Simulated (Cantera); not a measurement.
A closed system holds: 1 mol SiCl4, 3.6 mol H2, at 1325 K and 9000 Torr.

These are equilibrium values from Cantera (NASA tables, ideal gas, pure condensed phases), not measurements of a reactor. Candidate condensed phases: Si; 19 gas species. The tables' values for SiCl3 are old estimates; treat these amounts as uncertain. The numbers say what is thermodynamically allowed, not how fast it happens.

Problem. What is the equilibrium state?

Solution. 
| Quantity | Value |
|---|---|
| x(H2) | 0.702 |
| x(SiCl4) | 0.140 |
| x(HCl) | 0.0826 |
| x(SiHCl3) | 0.0609 |
| x(SiCl3) | 0.00841 |
| x(SiH2Cl2) | 0.00380 |
| x(SiCl2) | 0.00274 |
| x(SiH3Cl) | 6.70e-5 |
| gas amount | 4.632 mol |
| log10 activity of Si(s) (absent) | -0.99 |
